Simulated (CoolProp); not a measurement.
A single-stage vapour-compression cycle with R142b: evaporating at 304.15 K (dew point), condensing at 366.15 K (bubble point), superheat 10 K, subcooling 5 K, compressor efficiency 0.85, no pressure losses. Each further row changes one setting.

The numbers come from the reference Helmholtz-energy equation of state, Lemmon 2006 in CoolProp. It is a short technical equation, of lower accuracy than the large ones.

```json
[
 {"case": "as stated", "cooling COP": "3.01", "pressure ratio": "4.47", "discharge temperature (K)": "380.1", "refrigerating effect (kJ/kg)": "126", "volumetric capacity (kJ/m³)": "2160"},
 {"case": "evaporating temperature 309.15 K", "cooling COP": "3.42", "pressure ratio": "3.87", "discharge temperature (K)": "379.6", "refrigerating effect (kJ/kg)": "129", "volumetric capacity (kJ/m³)": "2540"},
 {"case": "condensing temperature 361.15 K", "cooling COP": "3.42", "pressure ratio": "4.04", "discharge temperature (K)": "375.0", "refrigerating effect (kJ/kg)": "133", "volumetric capacity (kJ/m³)": "2290"},
 {"case": "subcooling 10 K", "cooling COP": "3.20", "pressure ratio": "4.47", "discharge temperature (K)": "380.1", "refrigerating effect (kJ/kg)": "134", "volumetric capacity (kJ/m³)": "2290"},
 {"case": "superheat 20 K", "cooling COP": "3.08", "pressure ratio": "4.47", "discharge temperature (K)": "389.6", "refrigerating effect (kJ/kg)": "135", "volumetric capacity (kJ/m³)": "2220"},
 {"case": "compressor efficiency 0.75", "cooling COP": "2.66", "pressure ratio": "4.47", "discharge temperature (K)": "384.6", "refrigerating effect (kJ/kg)": "126", "volumetric capacity (kJ/m³)": "2160"}
]
```
